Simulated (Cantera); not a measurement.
Input: 1 mol Fe, 19 mol H2O, 1.3 mol H2, held at 575 °C and 0.00220 bar.

Equilibrium computed with Cantera from the NASA thermochemical tables; the gas is ideal and each condensed phase is pure. Candidate condensed phases: Fe, FeO, Fe(OH)2, Fe(OH)3, Fe2O3, Fe3O4, H2O; 12 gas species. Equilibrium is a limit: real reactors are often held back by kinetics, nucleation or transport.

Base state: H2O 0.870, H2 0.130 (mole fractions); condensed: Fe3O4(s).

Task: What changes in the equilibrium state with this change: 0.11 mol NH3 added?

Result: 
```json
[
 {"species": "H2O", "before": "0.870", "after": "0.861"},
 {"species": "H2", "before": "0.130", "after": "0.136"},
 {"species": "N2", "before": "0", "after": "0.00268"},
 {"species": "Fe3O4(s), mol", "before": "0.333", "after": "0.333"}
]
```
